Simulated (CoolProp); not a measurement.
A closed Brayton cycle with dry air: compressor inlet 316.15 K and 1.8 MPa, high pressure 4.62 MPa, turbine inlet 865 K, compressor efficiency 0.89, turbine efficiency 0.93, recuperator effectiveness 0.9 (on enthalpy, no pinch check). Each further row changes one setting.

Computed with CoolProp (reference Helmholtz-energy equation of state, Lemmon 2000). It is a pseudo-pure fit of the blend.

```
case                           thermal efficiency (%)  net work (kJ/kg)  compressor to turbine work  compressor exit (K)  turbine exit (K)
-----------------------------  ----------------------  ----------------  --------------------------  -------------------  ----------------
as stated                                         [?]              84.1                        0.57                426.3             688.3
turbine inlet 815 K                              34.8               [?]                         [?]                426.3             647.0
compressor inlet 326.15 K                        36.1              80.5                         [?]                  [?]             688.3
high pressure 3.93 MPa                           37.7              75.2                        0.54                405.3               [?]
recuperator effectiveness 0.5                    25.1              84.1                        0.57                426.3             688.3
```

Problem. What belongs in the gaps?

Solution. 
- as stated, thermal efficiency (%): 37.4
- turbine inlet 815 K, net work (kJ/kg): 72.6
- turbine inlet 815 K, compressor to turbine work: 0.60
- compressor inlet 326.15 K, compressor to turbine work: 0.59
- compressor inlet 326.15 K, compressor exit (K): 439.6
- high pressure 3.93 MPa, turbine exit (K): 716.0
